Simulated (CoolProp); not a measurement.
Vapour-liquid equilibrium of R125 (1) + propylene (2) at 2.01 bar; x and y are mole fractions of (1).

The numbers come from the multi-fluid Helmholtz-energy mixture model, Lemmon 2005 and Lemmon 2013; pair parameters Bell 2016 in CoolProp.

```json
[
 {"x": "0.05", "bubble temperature, mixture model (°C)": "?", "bubble temperature, Raoult's law (°C)": "-31.4", "y, mixture model": "0.131", "y, Raoult's law": "0.053"},
 {"x": "0.125", "bubble temperature, mixture model (°C)": "?", "bubble temperature, Raoult's law (°C)": "-31.6", "y, mixture model": "0.258", "y, Raoult's law": "0.133"},
 {"x": "0.2", "bubble temperature, mixture model (°C)": "?", "bubble temperature, Raoult's law (°C)": "-31.7", "y, mixture model": "0.339", "y, Raoult's law": "0.211"},
 {"x": "0.275", "bubble temperature, mixture model (°C)": "-38.5", "bubble temperature, Raoult's law (°C)": "-31.8", "y, mixture model": "0.396", "y, Raoult's law": "0.289"},
 {"x": "0.35", "bubble temperature, mixture model (°C)": "-39.0", "bubble temperature, Raoult's law (°C)": "-32.0", "y, mixture model": "0.439", "y, Raoult's law": "0.366"},
 {"x": "0.425", "bubble temperature, mixture model (°C)": "-39.2", "bubble temperature, Raoult's law (°C)": "-32.1", "y, mixture model": "0.475", "y, Raoult's law": "0.442"},
 {"x": "0.5", "bubble temperature, mixture model (°C)": "-39.3", "bubble temperature, Raoult's law (°C)": "-32.2", "y, mixture model": "0.508", "y, Raoult's law": "0.517"},
 {"x": "0.575", "bubble temperature, mixture model (°C)": "-39.3", "bubble temperature, Raoult's law (°C)": "-32.4", "y, mixture model": "0.542", "y, Raoult's law": "0.592"},
 {"x": "0.65", "bubble temperature, mixture model (°C)": "?", "bubble temperature, Raoult's law (°C)": "-32.5", "y, mixture model": "0.580", "y, Raoult's law": "0.665"},
 {"x": "0.725", "bubble temperature, mixture model (°C)": "-38.7", "bubble temperature, Raoult's law (°C)": "-32.6", "y, mixture model": "0.625", "y, Raoult's law": "0.738"},
 {"x": "0.8", "bubble temperature, mixture model (°C)": "?", "bubble temperature, Raoult's law (°C)": "-32.7", "y, mixture model": "?", "y, Raoult's law": "0.811"},
 {"x": "0.875", "bubble temperature, mixture model (°C)": "-36.7", "bubble temperature, Raoult's law (°C)": "-32.8", "y, mixture model": "0.766", "y, Raoult's law": "0.882"},
 {"x": "0.95", "bubble temperature, mixture model (°C)": "-34.9", "bubble temperature, Raoult's law (°C)": "-33.0", "y, mixture model": "0.886", "y, Raoult's law": "0.953"}
]
```

Problem. What belongs in the gaps?

Solution. 
- 0.05, bubble temperature, mixture model (°C): -33.8
- 0.125, bubble temperature, mixture model (°C): -36.2
- 0.2, bubble temperature, mixture model (°C): -37.6
- 0.65, bubble temperature, mixture model (°C): -39.1
- 0.8, bubble temperature, mixture model (°C): -37.9
- 0.8, y, mixture model: 0.684

The largest gap from Raoult's law is -7.1 K in bubble temperature, at x = 0.425. y crosses x between x = 0.5 and 0.575: the model has an azeotrope there.

Pair parameters are fitted to limited data, so mixtures are less certain than the pure fluids.
